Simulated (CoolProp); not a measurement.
Vapour-liquid equilibrium of p-xylene (1) + n-nonane (2) at 0.908 MPa; x and y are mole fractions of (1).

Computed with CoolProp (multi-fluid Helmholtz-energy mixture model, Zhou 2012 and Lemmon 2006; pair parameters Bell 2016).

```tsv
x	bubble temperature (K)	y at the bubble point	dew temperature at overall composition x (K)	liquid density (mol/L)
0.05	530.6	0.058	530.7	(withheld)
0.15	(withheld)	0.171	(withheld)	(withheld)
0.25	527.5	0.280	527.9	4.209
0.35	526.1	(withheld)	526.6	4.392
0.45	524.7	(withheld)	525.2	4.586
0.55	523.4	0.587	(withheld)	4.794
0.65	522.2	0.683	522.6	5.016
0.75	520.9	0.778	521.3	5.254
0.85	519.6	0.869	519.9	5.510
0.95	518.4	0.957	518.5	5.785
```

Task: Complete the blanks.

Result: 
- 0.05, liquid density (mol/L): 3.874
- 0.15, bubble temperature (K): 529.0
- 0.15, dew temperature at overall composition x (K): 529.3
- 0.15, liquid density (mol/L): 4.037
- 0.35, y at the bubble point: 0.385
- 0.45, y at the bubble point: 0.487
- 0.55, dew temperature at overall composition x (K): 523.9

No azeotrope shows between x = 0.05 and 0.95.

The pair parameters rest on a limited set of measurements; away from them the model extrapolates.
